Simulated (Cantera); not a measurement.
Feed: 1 mol Fe₃O₄, 1 mol H₂, 3.2 mol H₂O, at 2148.15 K and 0.0100 bar.

Cantera equilibrium calculation (NASA polynomials, part measured and part estimated; ideal gas, pure solids and liquids). Candidate condensed phases: Fe, FeO, Fe(OH)₂, Fe(OH)₃, Fe₂O₃, Fe₃O₄, H₂O; 12 gas species. The tables' stoichiometric FeO is somewhat more stable than real wüstite, so its field is too wide. FeO: taken at fixed stoichiometry. Rates play no part.

Q: What is the equilibrium state?

A: 
- x(H₂O) = 0.888
- x(H₂) = 0.0488
- x(O₂) = 0.0221
- x(OH) = 0.0216
- x(H) = 0.00922
- x(Fe) = 0.00448
- x(O) = 0.00287
- x(FeO) = 0.00226
- x(Fe(OH)₂) = 0.000648
- n(FeO(l)) = 2.97 mol
- gas amount = 4.408 mol
- log10 activity of Fe(l) (absent) = -1.58
